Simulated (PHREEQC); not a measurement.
# Brackish or sea water: speciation

A made-up water analysis in mmol/kgw, 25 °C, pH 6.36, pe 10.7: Na 152; K 3.12; Ca 10.6; Mg 6.23; Cl 182; S(6) 6.02; Alkalinity (meq/kgw) 0.0304; N(5) 0.0404.

Valence states are taken as typed.

The numbers come from PHREEQC with the ion-association model, wateq4f.dat.

| Property | Value |
|---|---|
| ionic strength | 0.208 mol/kgw |
| activity of water | 0.994 |
| charge-balance error | -1.4 % |

```json
[
 {"species": "Cl-", "molality": "0.182", "activity": "0.129", "log γ": "-0.149"},
 {"species": "Na+", "molality": "0.151", "activity": "0.112", "log γ": "-0.130"},
 {"species": "Ca+2", "molality": "0.00992", "activity": "0.00315", "log γ": "-0.498"},
 {"species": "Mg+2", "molality": "0.00573", "activity": "0.00195", "log γ": "-0.468"},
 {"species": "SO4-2", "molality": "0.00396", "activity": "0.00114", "log γ": "-0.540"},
 {"species": "K+", "molality": "0.00310", "activity": "0.00219", "log γ": "-0.149"},
 {"species": "NaSO4-", "molality": "0.000861", "activity": "0.000641", "log γ": "-0.129"},
 {"species": "CaSO4", "molality": "0.000684", "activity": "0.000717", "log γ": "0.021"},
 {"species": "MgSO4", "molality": "0.000497", "activity": "0.000521", "log γ": "0.021"},
 {"species": "NO3-", "molality": "4.04e-5", "activity": "2.79e-5", "log γ": "-0.160"},
 {"species": "HCO3-", "molality": "2.79e-5", "activity": "2.07e-5", "log γ": "-0.129"}
]
```

Precipitation was switched off in this run.
